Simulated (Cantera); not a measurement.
Feed: 1 mol PbO, 0.54 mol H2, held at 1675 K and 0.000230 bar.

Cantera equilibrium calculation (NASA polynomials, part measured and part estimated; ideal gas, pure solids and liquids). Kinetics and transport are ignored.

```json
[
 {"species": "H2", "before": "0.00122", "after": "0.988"},
 {"species": "H", "before": "0.000268", "after": "0.00761"},
 {"species": "Pb", "before": "0.469", "after": "0.00195"},
 {"species": "H2O", "before": "0.322", "after": "0.00195"},
 {"species": "O2", "before": "0.0715", "after": "<1e-9"},
 {"species": "PbO", "before": "0.133", "after": "4.14e-9"},
 {"species": "O", "before": "0.000602", "after": "4.51e-9"},
 {"species": "OH", "before": "0.00341", "after": "7.26e-7"}
]
```
Gas species are given as mole fractions.

Question: Name the change that produced these shifts.
(A) temperature from 1675 K to 1473.15 K
(B) H2 from 0.54 to 510 mol
(C) temperature from 1675 K to 1025 K
(D) pressure from 0.000230 bar to 0.0100 bar

Answer: B, H2 from 0.54 to 510 mol
